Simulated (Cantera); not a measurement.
A perfectly stirred reactor is fed with 14.9 % CH4, 0.761 % CO, 16.9 % O2, 63.1 % N2, 4.33 % CO2, equivalence ratio 1.8, at 56000 Pa; it is adiabatic with a 450 K inlet, and is followed from long to short residence time, starting on the burning branch (τ in s: 0.48, 0.16, 0.053, 0.018, 0.0058, 0.0019, 0.00064, 0.00021, 7.1e-05, 2.4e-05).

Model: GRI-Mech 3.0 (53 species, 325 reactions), integrated in Cantera.

x: mole fraction; the columns are a selection and need not sum to one.

```csv
τ (s),T (K),x CH4,x CO,x O2,x CH3,x C2H6
0.48,1760,0.00495,0.112,0.000341,0.000183,3.50e-6
0.16,1764,0.00616,0.107,0.000769,0.000309,8.55e-6
0.053,1761,0.00739,0.104,0.00168,0.000508,2.05e-5
0.018,1747,0.00903,0.101,0.00366,0.000807,5.01e-5
0.0058,1698,[?],0.0962,[?],[?],[?]
0.0019,450,0.149,0.00761,0.169,<1e-12,<1e-12
0.00064,450,0.149,0.00761,0.169,<1e-12,<1e-12
0.00021,450,0.149,0.00761,0.169,<1e-12,<1e-12
7.1e-5,450,0.149,0.00761,0.169,<1e-12,<1e-12
2.4e-5,450,0.149,0.00761,0.169,<1e-12,<1e-12
```

Problem. What belongs in the gaps?

Solution. 
- 0.0058, x CH4: 0.0132
- 0.0058, x O2: 0.00970
- 0.0058, x CH3: 0.00126
- 0.0058, x C2H6: 0.000166
